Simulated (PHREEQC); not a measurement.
A column of 1 m (40 cells, dispersivity 0.035 m, 3600 s a shift, diffusion coefficient 3e-10 m²/s) holds 0.0041 eq of the database's cation exchanger X per kg of pore water, first in equilibrium with 0.017 mol KCl and 1e-05 mol HCl per kg of water. It is flushed with 0.4 mmol/kgw KCl, 0.94 mmol/kgw ZnSO4 and 0.01 mmol/kgw HCl, at 40 °C. Values are for the last cell. CO2 from the air is kept out. Precipitation was switched off in this run.

The series has 31 steps of pore volumes, from 0 to 6.013.

All values are PHREEQC results (ion-association model, phreeqc.dat), not measurements.

After how many pore volumes does S at the outlet first reach half of its feed value?

By 1.0 pore volumes.

After how many pore volumes does Zn at the outlet first reach half of its feed value?

By 3.2 pore volumes.

At this temperature some constants are extrapolated from 25 °C, and those without enthalpy data are left unchanged.
